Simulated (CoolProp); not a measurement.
Vapour-liquid equilibrium of hydrogen chloride (1) + n-butane (2) at 0.145 MPa; x and y are mole fractions of (1).

Values from CoolProp's multi-fluid Helmholtz-energy mixture model, Thol 2018 and Bücker 2006; pair parameters Bell 2016.

| x | bubble temperature, mixture model (K) | bubble temperature, Raoult's law (K) | y, mixture model | y, Raoult's law |
|---|---|---|---|---|
| 0.05 | 245.8 | 259.3 | (withheld) | 0.611 |
| 0.2 | (withheld) | 229.5 | (withheld) | 0.924 |
| 0.35 | 200.3 | 216.5 | (withheld) | 0.972 |
| 0.5 | 198.4 | 208.7 | 0.991 | 0.987 |
| 0.65 | 198.0 | 203.2 | 0.991 | 0.994 |
| 0.8 | 197.3 | 199.0 | 0.993 | 0.998 |
| 0.95 | 195.6 | 195.7 | 0.997 | 1.000 |

**Question.** Some entries are withheld; supply them.

**Answer.** 
- 0.05, y, mixture model: 0.781
- 0.2, bubble temperature, mixture model (K): 208.5
- 0.2, y, mixture model: 0.978
- 0.35, y, mixture model: 0.989

The largest gap from Raoult's law is -21.0 K in bubble temperature, at x = 0.2. No azeotrope shows between x = 0.05 and 0.95.

The pair parameters rest on a limited set of measurements; away from them the model extrapolates. With so large a gap from Raoult's law the liquid may split in two, which this calculation doesn't test in full.
